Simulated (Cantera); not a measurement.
**CuO + C + CO (carbothermic reduction)**

A closed system holds: 1 mol CuO, 0.43 mol C, 0.021 mol CO, held at 1900 °C and 13.3 mbar.

Method: chemical equilibrium by Gibbs-energy minimisation in Cantera with the NASA 1993 tables (ideal gas, pure condensed phases). Candidate condensed phases: C, Cu, CuO, Cu2O; 15 gas species. The numbers say what is thermodynamically allowed, not how fast it happens.

```json
{
  "x(Cu)": "0.642",
  "x(CO2)": "0.248",
  "x(O2)": "0.0576",
  "x(CO)": "0.0446",
  "x(O)": "0.00473",
  "x(Cu2)": "0.00206",
  "x(CuO)": "0.00163",
  "gas_amount": "1.544 mol",
  "log10 activity of Cu(l) (absent)": "-0.34",
  "log10 activity of C(graphite) (absent)": "-8.89"
}
```
